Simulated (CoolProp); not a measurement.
Computed with CoolProp (reference Helmholtz-energy equation of state, Thol 2018).

Problem. For hydrogen chloride, give the phase and the cv (kJ/(kg K)), expansivity (1/kK) at 337.3 K and 997 kPa.

Solution. 
- 337.3 K and 997 kPa: gas; cv 0.596, expansivity 3.37
